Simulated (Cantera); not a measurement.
Formation from one mole of Cl2

Source: NASA polynomial tables (part measured, part estimated), evaluated in Cantera. Values are per mole of reaction as written; species without (g) are pure solids or liquids, kept so even where they would boil at 1 bar.

0.6667 Ti + Cl2(g) ⇌ 0.6667 TiCl3

```csv
T (K),ΔH° (kJ),ΔS° (J/K),ΔG° (kJ),log10 K
373,-480.2,-147.3,-425.2,59.54
448,-479.2,-145.0,-414.2,48.30
523,-478.2,-143.0,-403.4,40.29
598,-477.3,-141.3,-392.8,34.31
673,-476.4,-139.9,-382.2,29.67
748,-475.4,-138.5,-371.8,25.96
823,-474.5,-137.3,-361.4,22.94
898,-473.6,-136.3,-351.2,20.43
973,-472.7,-135.3,-341.0,18.31
```

2 Na + Cl2(g) ⇌ 2 NaCl

```csv
T (K),ΔH° (kJ),ΔS° (J/K),ΔG° (kJ),log10 K
373,-826.8,-193.5,-754.6,105.68
448,-826.3,-192.3,-740.2,86.30
523,-825.6,-190.8,-725.8,72.49
598,-824.6,-189.0,-711.6,62.15
673,-823.4,-187.1,-697.5,54.13
748,-821.9,-185.1,-683.5,47.73
823,-820.2,-182.9,-669.7,42.50
898,-818.2,-180.6,-656.1,38.16
973,-815.9,-178.1,-642.6,34.50
```

2 Cs + Cl2(g) ⇌ 2 CsCl

```
T (K)  ΔH° (kJ)  ΔS° (J/K)  ΔG° (kJ)  log10 K  condensed phases
-----  --------  ---------  --------  -------  ----------------
373      -889.3     -203.5    -813.4   113.91    Cs(l), CsCl(s)
448      -888.5     -201.6    -798.3    93.07    Cs(l), CsCl(s)
523      -887.4     -199.3    -783.2    78.22    Cs(l), CsCl(s)
598      -886.0     -196.7    -768.4    67.11    Cs(l), CsCl(s)
673      -884.2     -193.9    -753.7    58.50    Cs(l), CsCl(s)
748      -874.6     -180.8    -739.3    51.63    Cs(l), CsCl(s)
823      -872.2     -177.8    -725.9    46.07    Cs(l), CsCl(s)
898      -869.8     -175.0    -712.7    41.45    Cs(l), CsCl(s)
973      -834.1     -136.2    -701.6    37.66    Cs(l), CsCl(l)
```

0.6667 Al + Cl2(g) ⇌ 0.3333 Al2Cl6(g)

| T (K) | ΔH° (kJ) | ΔS° (J/K) | ΔG° (kJ) | log10 K | condensed phases |
|---|---|---|---|---|---|
| 373 | -431.7 | -82.9 | -400.8 | 56.12 | Al(s) |
| 448 | -431.4 | -82.3 | -394.6 | 46.00 | Al(s) |
| 523 | -431.1 | -81.7 | -388.4 | 38.79 | Al(s) |
| 598 | -430.9 | -81.2 | -382.3 | 33.39 | Al(s) |
| 673 | -430.6 | -80.8 | -376.2 | 29.20 | Al(s) |
| 748 | -430.4 | -80.5 | -370.2 | 25.85 | Al(s) |
| 823 | -430.3 | -80.4 | -364.2 | 23.11 | Al(s) |
| 898 | -430.2 | -80.3 | -358.1 | 20.83 | Al(s) |
| 973 | -437.3 | -87.8 | -351.8 | 18.89 | Al(l) |
